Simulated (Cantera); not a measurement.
An isothermal, constant-pressure homogeneous reactor starts with CH₂O : O₂ : N₂ = 0.0028 : 0.0058 : 1 (molar parts), equivalence ratio 0.48, at 1300 K and 16.0 bar.

Model: GRI-Mech 3.0 (53 species, 325 reactions), integrated in Cantera. The pressure lies above the range GRI-Mech 3.0 was tuned for (to about 10 atm).

One state of this run: x CH₂O = <1e-12; x O₂ = 0.00321; x CO = 0.000472; x N₂O = 1.96e-6; x H = 9.31e-8. x: mole fraction; the columns are a selection and need not sum to one.

### Question
Which value of t (s) does it belong to?
A) 0.0193
B) 0.440
C) 0.155
D) 1.25

### Answer
A, 0.0193
